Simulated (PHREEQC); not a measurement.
Model water analysis in mg/kgw, 25 °C, pH 5.92, pe 11.7:

```json
[
 {"constituent": "Na", "mg/kgw": "1.96"},
 {"constituent": "K", "mg/kgw": "0.243"},
 {"constituent": "Ca", "mg/kgw": "0.994"},
 {"constituent": "Mg", "mg/kgw": "0.168"},
 {"constituent": "Cl", "mg/kgw": "3.53"},
 {"constituent": "S(6) as SO4", "mg/kgw": "0.273"},
 {"constituent": "Alkalinity as HCO3", "mg/kgw": "3.18"},
 {"constituent": "Pb", "mg/kgw": "0.0203"},
 {"constituent": "F", "mg/kgw": "0.00102"}
]
```

Valence states are taken as typed.

The numbers come from PHREEQC with the ion-association model, wateq4f.dat.

This is a speciation only: nothing precipitates in the calculation.

### Question
What charge-balance error does the model give?

### Answer
charge-balance error -0.7 %.

### Question
In which forms is C present?

### Answer
CO2 73 %, HCO3- 27 % of the C.
